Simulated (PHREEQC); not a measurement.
Solution (25 °C): 0.15 mol/kgw H2SO4 and 0.068 mol/kgw Al2(SO4)3. Closed to the air; pH follows from the charge balance.

The numbers come from PHREEQC with the ion-association model, wateq4f.dat.

Each row changes one thing in this solution. No solid was allowed to form.

| case | pH | ionic strength (mol/kgw) | HSO4- (mol/kgw) | AlSO4+ (mol/kgw) | SO4-2 (mol/kgw) | Al(SO4)2- (mol/kgw) | SI of Gibbsite (Al(OH)3) | SI of Boehmite (AlOOH) |
|---|---|---|---|---|---|---|---|---|
| as made | 0.97 | 0.385 | 0.160 | 0.0869 | 0.0465 | 0.0291 | -7.95 | -8.42 |
| H2SO4 left out | 3.88 | 0.206 | 0.000229 | 0.0877 | 0.0446 | 0.0357 | +0.71 | +0.24 |
| 0.036 mol/kgw Fe2(SO4)3 added | 1.06 | 0.469 | 0.164 | 0.0846 | [?] | [?] | -7.80 | -8.27 |
| H2SO4 replaced by CuSO4 at the same molality | 4.05 | 0.450 | [?] | 0.0761 | 0.0995 | 0.0513 | +0.91 | +0.44 |
| H2SO4 replaced by MnSO4 at the same molality | 4.07 | 0.467 | 0.000271 | 0.0755 | 0.103 | 0.0521 | +0.95 | +0.48 |
| H2SO4 replaced by ZnSO4 at the same molality | 3.94 | 0.453 | 0.000265 | 0.0822 | 0.0749 | 0.0416 | +0.74 | +0.27 |
| diluted 100-fold with water | 2.62 | 0.00799 | 0.000381 | [?] | 0.00214 | [?] | -4.00 | -4.47 |
| H2SO4 from 0.15 to 0.03 mol/kgw | 1.69 | 0.242 | 0.0337 | 0.0882 | 0.0444 | 0.0337 | -5.83 | -6.31 |

Problem. What belongs in the gaps?

Solution. 
- 0.036 mol/kgw Fe2(SO4)3 added, SO4-2 (mol/kgw): 0.0619
- 0.036 mol/kgw Fe2(SO4)3 added, Al(SO4)2- (mol/kgw): 0.0349
- H2SO4 replaced by CuSO4 at the same molality, HSO4- (mol/kgw): 0.000275
- diluted 100-fold with water, AlSO4+ (mol/kgw): 0.000932
- diluted 100-fold with water, Al(SO4)2- (mol/kgw): 4.37e-5

Some of these states are supersaturated (in Basaluminite, Gibbsite (slow to form), Hematite (slow to form), for instance).
